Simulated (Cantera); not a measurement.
A perfectly stirred reactor is fed with 12.0 % NH3, 88.0 % N2, at 100000 Pa; it is held at 1975 K, and followed from long to short residence time.

Detailed kinetics in Cantera: the gas-phase N/H chemistry of the illustrative SiF4/NH3 mechanism in the Surface Chemkin manual (1991). Walls and surfaces, which speed up NH3 decomposition in real reactors, are not modelled.

One state of this run: x NH3 = 0.0750; x N2H4 = 2.73e-8; x N2H2 = 3.27e-7; x H2 = 0.0606; x N = 5.56e-7; x H = 6.21e-5; x NH = 6.22e-6. x: mole fraction; the columns are a selection and need not sum to one.

### Question
Which value of τ (s) does it belong to?
A) 0.083
B) 0.032
C) 0.0046
D) 0.012

### Answer
B, 0.032
